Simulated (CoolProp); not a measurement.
A simple Rankine cycle with methanol: condensing at 305.15 K, boiler at 0.921 MPa, turbine inlet 411.6 K, turbine efficiency 0.75, pump efficiency 0.8, no recuperator. Each further row changes one setting.

Values from CoolProp's reference Helmholtz-energy equation of state, de Reuck 1993.

```tsv
case	thermal efficiency (%)	net work (kJ/kg)	heat in (kJ/kg)	turbine exit temperature (K)	volume ratio over the turbine
as stated	16.7	___	1250	305.1	28.7
turbine inlet 431.6 K	___	223	1320	305.1	___
condensing temperature 297.15 K	18.0	229	1270	297.2	41.8
boiler pressure 0.645 MPa	___	199	___	305.1	19.8
turbine efficiency 0.65	___	182	1250	305.1	___
```

Q: Fill in the missing entries.

A: 
- as stated, net work (kJ/kg): 210
- turbine inlet 431.6 K, thermal efficiency (%): 16.9
- turbine inlet 431.6 K, volume ratio over the turbine: 27.3
- boiler pressure 0.645 MPa, thermal efficiency (%): 15.4
- boiler pressure 0.645 MPa, heat in (kJ/kg): 1290
- turbine efficiency 0.65, thermal efficiency (%): 14.5
- turbine efficiency 0.65, volume ratio over the turbine: 29.5

The expansion ends wet for: as stated; turbine inlet 431.6 K; condensing temperature 297.15 K; boiler pressure 0.645 MPa; turbine efficiency 0.65.
